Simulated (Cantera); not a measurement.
A perfectly stirred reactor is fed with 24.9 % H₂, 34.1 % O₂, 41.0 % N₂, at 0.987 atm; it is held at 1298 K, and followed from long to short residence time.

Computed with Cantera and GRI-Mech 3.0 (53 species, 325 reactions). The temperature is held fixed by assumption; the heat of reaction is taken as removed at once.

Task: Predict: x(H₂) at τ = 14.0 s; x(O₂) at τ = 14.0 s; x(NO) at τ = 14.0 s; x(H₂O) at τ = 14.0 s; x(H₂O₂) at τ = 14.0 s; x(H₂) at τ = 76.0 ms; x(O₂) at τ = 76.0 ms; x(NO) at τ = 76.0 ms; x(H₂O) at τ = 76.0 ms; x(H₂O₂) at τ = 76.0 ms.

Result: 
| Property | Result |
|---|---|
| x(H₂) at τ = 14.0 s | 1.30e-5 |
| x(O₂) at τ = 14.0 s | 0.248 |
| x(NO) at τ = 14.0 s | 2.72e-7 |
| x(H₂O) at τ = 14.0 s | 0.285 |
| x(H₂O₂) at τ = 14.0 s | 8.37e-8 |
| x(H₂) at τ = 76.0 ms | 0.000452 |
| x(O₂) at τ = 76.0 ms | 0.248 |
| x(NO) at τ = 76.0 ms | 2.61e-7 |
| x(H₂O) at τ = 76.0 ms | 0.284 |
| x(H₂O₂) at τ = 76.0 ms | 1.23e-6 |
